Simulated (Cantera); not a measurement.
A Cantera script and what it prints.

```python
import numpy as np
import cantera as ct

gas_names = [...]  # 131 gases of nasa_gas.yaml made of C, H, O
cond_names = """
    C(gr) C6H6(L) C7H8(L) C8H18(L),n-octa H2O(s) H2O(L)
""".split()


# ... load() reads the species with a 1 bar reference pressure and builds the phases ...
atoms = {
    'acetone': {'C': 3, 'H': 6, 'O': 1},
    'CO2': {'C': 1, 'O': 2},
}
top_T = {'C(gr)': 4500}  # K; cautious upper limits of use, not melting points


# ... equilibrate(T, P, feed) seeds the gas with the atoms and calls Mixture.equilibrate('TP', solver="vcs", rtol=1e-11, max_steps=5000) ...
results = []
feed = {'acetone': 1, 'CO2': 0.65}  # mol
P = 5100000  # Pa
for T in [2000, 2500, 3000, 3500, 4000, 4500, 5000]:
    mix = equilibrate(T, P, feed)
    results.append((T, P, feed, dict(zip(mix.species_names, mix.species_moles))))
    x = sorted(zip(gas.X, gas.species_names), reverse=True)
    print(f"T = {T:g} K  P = {P:g} Pa  gas = {mix.phase_moles(0):.4g} mol")
    print("   x: " + "  ".join(f"{s} {v:.3e}" for v, s in x if v > 1e-06))
    print("   condensed (mol): " + ("  ".join(f"{mix.phase(i).name} {mix.phase_moles(i):.4g}"
          for i in range(1, mix.n_phases) if mix.phase_moles(i) > 1e-12) or "none"))
```

Result:

```
T = 2000 K  P = 5.1e+06 Pa  gas = 5.256 mol
   x: H2 5.552e-01  CO 4.357e-01  CH4 6.674e-03  H2O 1.446e-03  C2H2,acetylene 4.265e-04  CO2 2.475e-04  H 1.697e-04  C2H4 8.136e-05  CH3 4.037e-05  HCHO,formaldehy 5.054e-06  CH2CO,ketene 1.993e-06  HCO 1.356e-06  C2H6 1.173e-06
   condensed (mol): C(gr) 1.318
T = 2500 K  P = 5.1e+06 Pa  gas = 5.291 mol
   x: H2 5.540e-01  CO 4.343e-01  C2H2,acetylene 5.993e-03  H 2.620e-03  CH4 2.348e-03  H2O 2.982e-04  CH3 1.998e-04  C2H4 1.231e-04  CO2 3.772e-05  C4H2 2.678e-05  HCO 8.322e-06  C3H4,propyne 6.149e-06  C3H3,propargyl 6.021e-06  C2H3,vinyl 5.828e-06  HCHO,formaldehy 4.942e-06  C2H2,vinylidene 4.671e-06  CH2CO,ketene 4.184e-06  C3H4,allene 2.663e-06  C2H 2.036e-06  CH2 1.957e-06
   condensed (mol): C(gr) 1.273
T = 3000 K  P = 5.1e+06 Pa  gas = 5.334 mol
   x: H2 5.176e-01  CO 4.310e-01  C2H2,acetylene 3.220e-02  H 1.591e-02  CH4 1.066e-03  C4H2 8.358e-04  CH3 5.189e-04  C2H 1.701e-04  C2H4 1.421e-04  C2H2,vinylidene 1.015e-04  H2O 1.001e-04  C3H3,propargyl 7.619e-05  C2H3,vinyl 5.025e-05  CH2 3.708e-05  HCO 2.701e-05  C6H2 2.301e-05  C3H4,propyne 2.057e-05  CO2 1.125e-05  C3H4,allene 9.492e-06  CH2CO,ketene 6.484e-06  C3 6.117e-06  HCHO,formaldehy 4.639e-06  C2O 2.798e-06  CH 2.293e-06  C3H5,allyl 1.041e-06  CHCO,ketyl 1.036e-06  OH 1.021e-06
   condensed (mol): C(gr) 0.973
T = 3500 K  P = 5.1e+06 Pa  gas = 5.452 mol
   x: CO 4.217e-01  H2 4.187e-01  C2H2,acetylene 8.984e-02  H 5.350e-02  C4H2 8.030e-03  C2H 3.615e-03  CH3 7.943e-04  C6H2 7.725e-04  C2H2,vinylidene 7.535e-04  C3 5.727e-04  CH4 4.512e-04  C3H3,propargyl 3.571e-04  CH2 2.526e-04  C2H3,vinyl 1.801e-04  C2H4 1.131e-04  C2 6.417e-05  CH 5.975e-05  C 5.823e-05  HCO 5.700e-05  H2O 3.931e-05  C5 3.832e-05  C3H4,propyne 3.481e-05  C2O 2.752e-05  C3H4,allene 1.682e-05  CH2CO,ketene 7.470e-06  C4 6.661e-06  CO2 4.781e-06  CHCO,ketyl 4.020e-06  HCHO,formaldehy 3.761e-06  OH 2.313e-06  C3H5,allyl 1.461e-06
   condensed (mol): C(gr) 0.09235
T = 4000 K  P = 5.1e+06 Pa  gas = 5.756 mol
   x: CO 3.993e-01  H2 3.589e-01  H 1.337e-01  C2H2,acetylene 7.663e-02  C2H 1.395e-02  C4H2 6.747e-03  C3 4.126e-03  C2H2,vinylidene 1.317e-03  C2 8.045e-04  C 7.685e-04  CH3 6.868e-04  CH2 6.633e-04  C6H2 6.514e-04  CH 4.317e-04  C5 2.872e-04  C3H3,propargyl 2.806e-04  C2H3,vinyl 1.848e-04  CH4 1.546e-04  HCO 9.655e-05  C2O 9.237e-05  C4 7.739e-05  C2H4 3.799e-05  H2O 3.060e-05  C3H4,propyne 1.290e-05  CHCO,ketyl 6.711e-06  OH 6.663e-06  C3H4,allene 6.452e-06  CH2CO,ketene 5.087e-06  CO2 3.821e-06  HCHO,formaldehy 3.141e-06  O 1.395e-06
   condensed (mol): none
T = 4500 K  P = 5.1e+06 Pa  gas = 6.338 mol
   x: CO 3.625e-01  H2 2.805e-01  H 2.565e-01  C2H2,acetylene 4.366e-02  C2H 2.713e-02  C3 1.179e-02  C 4.868e-03  C2 4.160e-03  C4H2 2.757e-03  CH 1.609e-03  C2H2,vinylidene 1.292e-03  CH2 1.048e-03  C5 6.159e-04  CH3 4.315e-04  C4 2.764e-04  C6H2 1.951e-04  C2O 1.920e-04  HCO 1.295e-04  C3H3,propargyl 1.196e-04  C2H3,vinyl 1.134e-04  CH4 4.578e-05  H2O 2.488e-05  OH 1.593e-05  C2H4 9.244e-06  O 7.969e-06  CHCO,ketyl 7.586e-06  CO2 3.439e-06  C3H4,propyne 2.894e-06  CH2CO,ketene 2.710e-06  HCHO,formaldehy 2.294e-06  C3H4,allene 1.489e-06
   condensed (mol): none
T = 5000 K  P = 5.1e+06 Pa  gas = 7.134 mol
   x: H 3.920e-01  CO 3.219e-01  H2 1.894e-01  C2H 2.901e-02  C 1.777e-02  C2H2,acetylene 1.601e-02  C3 1.580e-02  C2 1.073e-02  CH 3.483e-03  CH2 1.029e-03  C2H2,vinylidene 7.232e-04  C4H2 5.376e-04  C5 4.548e-04  C4 3.707e-04  C2O 2.769e-04  CH3 1.844e-04  HCO 1.427e-04  C2H3,vinyl 3.972e-05  O 3.731e-05  OH 3.359e-05  C3H3,propargyl 2.618e-05  C6H2 2.072e-05  H2O 2.009e-05  CH4 9.993e-06  CHCO,ketyl 6.073e-06  CO2 3.541e-06  HCO+ 1.777e-06  Electron 1.706e-06  HCHO,formaldehy 1.415e-06  C2H4 1.409e-06  C2- 1.198e-06  CH2CO,ketene 1.085e-06
   condensed (mol): none
```

Equilibrium computed with Cantera from the NASA thermochemical tables; the gas is ideal and each condensed phase is pure. The feed counts by its element totals alone. The ideal-gas law is rough above about 30 bar.
